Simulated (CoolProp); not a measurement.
R1336mzz(E) along the isotherm 410 K: Z from the reference equation and from simpler models built on Tc = 403.5 K, pc = 2.779 MPa, ω = 0.413; each cubic takes its own stable root.

The numbers come from the reference Helmholtz-energy equation of state, Akasaka 2023 in CoolProp.

```csv
p (MPa),phase,reference,van der Waals,Peng-Robinson
0.018,gas,0.9978,0.9981,0.9977
0.0342,gas,0.9958,0.9965,0.9956
0.0648,gas,0.9920,0.9933,0.9916
0.123,gas,0.9848,0.9872,0.9840
0.233,gas,0.9710,0.9756,0.9694
0.441,gas,0.9443,…,…
0.837,gas,0.8909,0.9069,0.8857
1.59,gas,0.7767,0.8055,0.7680
3.01,supercritical,0.3967,0.3505,0.4034
5.7,supercritical,…,0.4399,0.3325
```

Task: Fill in the missing entries.

Result: 
- 0.441, van der Waals: 0.9529
- 0.441, Peng-Robinson: 0.9414
- 5.7, reference: 0.3029
